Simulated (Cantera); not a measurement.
Charge: 1 mol HMDSO, 4.2 mol H₂O, held at 1273.15 K and 35.0 mbar.

These are equilibrium values from Cantera (NASA tables, ideal gas, pure condensed phases), not measurements of a reactor. Candidate condensed phases: C, C₆H₆, C₇H₈, C₈H₁₈, H₂O, Si, SiC, SiO₂; 123 gas species. The feed counts by its element totals alone. The tables hold silica as quartz up to 1696 K and as liquid above; real silica turns to tridymite and cristobalite and melts near 1996 K. Rates play no part.

Base state: H₂ 0.916, CO 0.0833, CH₄ 0.000276, H₂O 3.17e-5 (mole fractions); condensed: C(graphite) + SiO₂(β-quartz).

Problem. What changes in the equilibrium state with this change: H₂O from 4.2 to 13 mol?

Solution. 
```csv
species,before,after
H₂,0.916,0.664
CO,0.0833,0.193
H₂O,3.17e-5,0.122
CO₂,1.74e-6,0.0213
CH₄,0.000276,6.35e-8
"C(graphite), mol",4.80,0
"SiO₂(β-quartz), mol",2.00,2.00
```

Problem. What changes in the equilibrium state with this change: H₂O from 4.2 to 3.8 mol?

Solution. 
```
species                before     after
-------------------  --------  --------
H₂                      0.916     0.941
CO                     0.0833    0.0588
CH₄                  0.000276  0.000291
H₂O                   3.17e-5   2.30e-5
C(graphite), mol         4.80      5.20
SiO₂(β-quartz), mol      2.00      2.00
```
